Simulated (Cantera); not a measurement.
Feed: 1 mol CuF2, 0.12 mol HF, 180 mol N2, held at 77.0 Pa.

Cantera equilibrium calculation (NASA polynomials, part measured and part estimated; ideal gas, pure solids and liquids). Candidate condensed phases: Cu, CuF2; 25 gas species. Rates play no part.

### Question
Which condensed phases are stable at each of these points (T (°C)): 452, 652, 852, 1052, 1252, 1452, 1652?

### Answer
```
T (°C)  condensed phases  Cu condensed (%)
------  ----------------  ----------------
452              CuF2(s)             100.0
652              CuF2(s)              76.4
852             gas only               0.0
1052            gas only               0.0
1252            gas only               0.0
1452            gas only               0.0
1652            gas only               0.0
```

From 452 °C to 652 °C the condensed part is CuF2(s). From 852 °C to 1652 °C nothing is condensed.
